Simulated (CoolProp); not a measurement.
Vapour-liquid equilibrium of CHF3 (R23) (1) + R227EA (2) at 1.02 bar; x and y are mole fractions of (1).

The numbers come from the multi-fluid Helmholtz-energy mixture model, Penoncello 2003 and Lemmon 2016; pair parameters Bell 2016 in CoolProp.

```json
[
 {"x": "0.05", "bubble temperature (°C)": "-29.5", "y at the bubble point": "0.473", "dew temperature at overall composition x (°C)": "-17.3", "liquid density (mol/L)": "9.593"},
 {"x": "0.15", "bubble temperature (°C)": "-48.2", "y at the bubble point": "0.824", "dew temperature at overall composition x (°C)": "___", "liquid density (mol/L)": "10.53"},
 {"x": "0.25", "bubble temperature (°C)": "-59.1", "y at the bubble point": "0.921", "dew temperature at overall composition x (°C)": "-22.5", "liquid density (mol/L)": "11.39"},
 {"x": "0.35", "bubble temperature (°C)": "-65.9", "y at the bubble point": "0.956", "dew temperature at overall composition x (°C)": "-25.4", "liquid density (mol/L)": "___"},
 {"x": "0.45", "bubble temperature (°C)": "___", "y at the bubble point": "0.972", "dew temperature at overall composition x (°C)": "___", "liquid density (mol/L)": "13.18"},
 {"x": "0.55", "bubble temperature (°C)": "-73.4", "y at the bubble point": "0.981", "dew temperature at overall composition x (°C)": "-32.5", "liquid density (mol/L)": "14.18"},
 {"x": "0.65", "bubble temperature (°C)": "___", "y at the bubble point": "0.987", "dew temperature at overall composition x (°C)": "-37.0", "liquid density (mol/L)": "15.29"},
 {"x": "0.75", "bubble temperature (°C)": "-77.6", "y at the bubble point": "___", "dew temperature at overall composition x (°C)": "-42.7", "liquid density (mol/L)": "___"},
 {"x": "0.85", "bubble temperature (°C)": "-79.4", "y at the bubble point": "0.995", "dew temperature at overall composition x (°C)": "-50.5", "liquid density (mol/L)": "___"},
 {"x": "0.95", "bubble temperature (°C)": "-81.0", "y at the bubble point": "0.998", "dew temperature at overall composition x (°C)": "-64.4", "liquid density (mol/L)": "19.68"}
]
```

### Question
Fill in the missing entries.

### Answer

- 0.15, dew temperature at overall composition x (°C): -19.8
- 0.35, liquid density (mol/L): 12.27
- 0.45, bubble temperature (°C): -70.3
- 0.45, dew temperature at overall composition x (°C): -28.7
- 0.65, bubble temperature (°C): -75.7
- 0.75, y at the bubble point: 0.991
- 0.75, liquid density (mol/L): 16.55
- 0.85, liquid density (mol/L): 17.99

No azeotrope shows between x = 0.05 and 0.95.

The pair parameters rest on a limited set of measurements; away from them the model extrapolates. The gap from Raoult's law changes sign with composition, which may be real or a fault of the pair parameters; it wasn't checked against measurements.
